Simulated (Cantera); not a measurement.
A Cantera script and its output.

```python
import numpy as np
import cantera as ct

gas = ct.Solution("gri30.yaml", transport_model="multicomponent")
show = ['C2H2', 'CH3', 'H2O']

rows = []
print(f"{'T/K':>7s}{'rho':>11s}{'cp':>10s}{'mu':>11s}{'lambda':>11s}{'Pr':>7s}" + "".join(f"{'D_' + s:>11s}" for s in show))
for T in [400, 600, 800, 1000, 1200, 1400, 1600, 1800, 2000]:
    gas.TPX = T, 6200, {'N2O': 0.084}
    Pr = gas.cp_mass * gas.viscosity / gas.thermal_conductivity
    D = [gas.mix_diff_coeffs_mole[gas.species_index(s)] for s in show]
    rows.append([gas.density, gas.cp_mass, gas.viscosity, gas.thermal_conductivity, Pr, *D])
    print(f"{T:7g}{gas.density:11.4e}{gas.cp_mass:10.1f}{gas.viscosity:11.4e}"
          f"{gas.thermal_conductivity:11.4e}{Pr:7.3f}" + "".join(f"{d:11.4e}" for d in D))
print("SI units: kg/m3, J/kg/K, Pa s, W/m/K, m2/s")
```

Result:

```
    T/K        rho        cp         mu     lambda     Pr     D_C2H2      D_CH3      D_H2O
    400 8.2050e-02     970.3 1.9459e-05 2.5299e-02  0.746 3.4364e-04 4.7833e-04 4.7730e-04
    600 5.4700e-02    1101.3 2.7324e-05 4.0429e-02  0.744 7.1953e-04 9.8760e-04 1.0445e-03
    800 4.1025e-02    1191.6 3.4048e-05 5.4682e-02  0.742 1.1947e-03 1.6276e-03 1.7819e-03
   1000 3.2820e-02    1254.7 4.0022e-05 6.7878e-02  0.740 1.7571e-03 2.3833e-03 2.6662e-03
   1200 2.7350e-02    1294.3 4.5464e-05 7.9761e-02  0.738 2.3989e-03 3.2448e-03 3.6819e-03
   1400 2.3443e-02    1326.8 5.0510e-05 9.1048e-02  0.736 3.1144e-03 4.2050e-03 4.8180e-03
   1600 2.0512e-02    1353.3 5.5249e-05 1.0177e-01  0.735 3.8994e-03 5.2584e-03 6.0666e-03
   1800 1.8233e-02    1374.6 5.9744e-05 1.1197e-01  0.733 4.7507e-03 6.4009e-03 7.4216e-03
   2000 1.6410e-02    1391.6 6.4041e-05 1.2168e-01  0.732 5.6656e-03 7.6289e-03 8.8785e-03
SI units: kg/m3, J/kg/K, Pa s, W/m/K, m2/s
```

Computed with Cantera and GRI-Mech 3.0 (53 species, 325 reactions). The composition is frozen, though it would react at the higher temperatures.
